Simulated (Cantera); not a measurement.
# Ignition delay

Mixture: 35.8 % CO, 1.18 % H2, 13.2 % O2, 49.8 % N2, at 500000 Pa, adiabatic and at constant pressure. Ignition delay is the time to a rise of 400 K.

Cantera simulation using GRI-Mech 3.0 (53 species, 325 reactions); the numbers are that mechanism's predictions, not measurements. The hydrogen kinetics of GRI-Mech 3.0 are dated; newer H2 mechanisms differ, most at raised pressure.

```json
[
 {"T0 (K)": "1025", "delay (ms)": "1.87"},
 {"T0 (K)": "1125", "delay (ms)": "0.178"},
 {"T0 (K)": "1225", "delay (ms)": "0.0467"},
 {"T0 (K)": "1325", "delay (ms)": "0.0246"},
 {"T0 (K)": "1425", "delay (ms)": "0.0169"},
 {"T0 (K)": "1525", "delay (ms)": "0.0133"}
]
```
